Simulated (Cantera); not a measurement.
A closed system holds: 1 mol SiCl4, 13 mol H2, at 0.00890 bar.

Cantera equilibrium calculation (NASA polynomials, part measured and part estimated; ideal gas, pure solids and liquids). Candidate condensed phases: Si; 19 gas species. The tables' values for SiCl, SiCl3 are old estimates; treat these amounts as uncertain. Gases not in the tables: Si2H6 and higher silanes. Equilibrium is a limit: real reactors are often held back by kinetics, nucleation or transport. All values below are at 2000 K.

Base state: H2 0.776, HCl 0.141, SiCl2 0.0583, H 0.0152, Si 0.00462, SiCl 0.00208, Cl 0.00206, SiH 0.000261 (mole fractions); condensed: gas only.

### Question
What changes in the equilibrium state with this change: H2 from 13 to 450 mol?

### Answer
```tsv
species	before	after
H2	0.776	0.972
H	0.0152	0.0170
HCl	0.141	0.00846
SiCl2	0.0583	6.84e-5
Si	0.00462	0.00190
SiCl3	0.000203	1.27e-8
SiCl	0.00208	4.57e-5
Cl	0.00206	0.000110
Si2	4.53e-5	7.63e-6
SiH	0.000261	0.000120
```
The tables' values for SiCl are old estimates; treat these amounts as uncertain.
